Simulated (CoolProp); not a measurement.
Vapour-liquid equilibrium of isobutene (1) + n-octane (2) at 0.221 bar; x and y are mole fractions of (1).

Values from CoolProp's multi-fluid Helmholtz-energy mixture model, Lemmon 2005 and Beckmüller 2019; pair parameters Bell 2016.

Q: Give the bubble temperature and the first vapour's composition at x = 0.125, 0.35, 0.5. Is there an azeotrope?

A: x = 0.125: 280.0 K, y = 0.975; x = 0.35: 254.5 K, y = 0.997; x = 0.5: 246.7 K, y = 0.999. No azeotrope shows between x = 0.05 and 0.95.

The pair parameters rest on a limited set of measurements; away from them the model extrapolates. The gap from Raoult's law changes sign with composition, which may be real or a fault of the pair parameters; it wasn't checked against measurements.
